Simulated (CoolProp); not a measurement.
Vapour pressure (bar) of n-dodecane: the reference equation beside estimates from Tc = 385.0 °C, pc = 18.18 bar, ω = 0.574.

Model: reference Helmholtz-energy equation of state, Lemmon 2004, in CoolProp. It is a short technical equation, of lower accuracy than the large ones.

| T (°C) | reference | Soave-Redlich-Kwong | Peng-Robinson |
|---|---|---|---|
| 231.95 | 1.450 | 1.469 | 1.469 |
| 236.65 | 1.607 | 1.630 | 1.628 |
| 241.35 | 1.776 | 1.803 | 1.799 |
| 246.05 | 1.959 | 1.991 | ? |
| 250.65 | 2.152 | 2.189 | ? |
| 255.35 | ? | 2.408 | 2.394 |
| 260.05 | ? | 2.642 | 2.625 |
| 264.75 | ? | 2.894 | 2.873 |
| 269.35 | 3.093 | 3.158 | 3.134 |
| 274.05 | 3.373 | 3.447 | ? |
| 278.75 | ? | 3.755 | 3.722 |
| 283.35 | 3.984 | 4.077 | ? |
| 288.05 | 4.324 | 4.427 | 4.385 |

### Question
Some entries are withheld; supply them.

### Answer

- 246.05, Peng-Robinson: 1.984
- 250.65, Peng-Robinson: 2.179
- 255.35, reference: 2.364
- 260.05, reference: 2.592
- 264.75, reference: 2.836
- 274.05, Peng-Robinson: 3.418
- 278.75, reference: 3.672
- 283.35, Peng-Robinson: 4.039

Absolute difference from the reference over all 13 rows, mean and median: Soave-Redlich-Kwong 1.9 and 1.9 %, Peng-Robinson 1.3 and 1.3 %.
